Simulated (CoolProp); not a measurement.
Vapour-liquid equilibrium of C2F6 (R116) (1) + R22 (2) at 0.173 MPa; x and y are mole fractions of (1).

The numbers come from the multi-fluid Helmholtz-energy mixture model, Lemmon 2006 and Kamei 1995; pair parameters Bell 2016 in CoolProp.

| x | bubble temperature, mixture model (°C) | bubble temperature, Raoult's law (°C) | y, mixture model | y, Raoult's law |
|---|---|---|---|---|
| 0.05 | -45.8 | -32.8 | 0.545 | 0.201 |
| 0.2 | ? | -42.6 | 0.821 | 0.569 |
| 0.35 | -64.3 | -49.8 | 0.851 | 0.755 |
| 0.5 | -64.8 | -55.4 | ? | 0.860 |
| 0.65 | ? | -59.8 | 0.870 | 0.923 |
| 0.8 | -66.3 | -63.5 | ? | 0.965 |
| 0.95 | ? | -66.6 | ? | 0.993 |

**Question.** Some entries are withheld; supply them.

**Answer.** 
- 0.2, bubble temperature, mixture model (°C): -61.8
- 0.5, y, mixture model: 0.858
- 0.65, bubble temperature, mixture model (°C): -65.4
- 0.8, y, mixture model: 0.898
- 0.95, bubble temperature, mixture model (°C): -67.3
- 0.95, y, mixture model: 0.963

The largest gap from Raoult's law is -19.2 K in bubble temperature, at x = 0.2. No azeotrope shows between x = 0.05 and 0.95.

Pair parameters are fitted to limited data, so mixtures are less certain than the pure fluids. With so large a gap from Raoult's law the liquid may split in two, which this calculation doesn't test in full.
